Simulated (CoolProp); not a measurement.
Vapour-liquid equilibrium of R1234ze(E) (1) + n-pentane (2) at -40.75 °C; x and y are mole fractions of (1).

The numbers come from the multi-fluid Helmholtz-energy mixture model, Thol 2016 and Thol 2019; pair parameters Bell 2016 in CoolProp.

### Question
Give the bubble pressure and the first vapour's composition at x = 0.05, 0.125, 0.95. Is there an azeotrope?

### Answer
x = 0.05: 0.008774 MPa, y = 0.718; x = 0.125: 0.01616 MPa, y = 0.856; x = 0.95: 0.03440 MPa, y = 0.980. No azeotrope shows between x = 0.05 and 0.95.

The pair parameters rest on a limited set of measurements; away from them the model extrapolates. With so large a gap from Raoult's law the liquid may split in two, which this calculation doesn't test in full.
